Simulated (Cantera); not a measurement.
An isothermal, constant-pressure homogeneous reactor starts with CH₄ : H₂O = 1 : 0.47 (molar parts), at 1800 K and 28.6 atm.

Model: GRI-Mech 3.0 (53 species, 325 reactions), integrated in Cantera. GRI-Mech 3.0 stops at C3 and has no aromatics, soot or wall deposition, so with more carbon than oxygen in the feed, carbon stays in small species such as C2H2 where larger ones or solid carbon would form. The pressure lies above the range GRI-Mech 3.0 was tuned for (to about 10 atm).

One state of this run: x CH₄ = 0.156; x H₂O = 0.0489; x CH₂CO = 8.91e-6; x C₂H₂ = 0.0414; x C₂H = 3.15e-8. x: mole fraction; the columns are a selection and need not sum to one.

Task: Which value of t (s) does it belong to?
A. 0.0139
B. 0.000103
C. 0.0717
D. 2.00e-5

Result: C, 0.0717
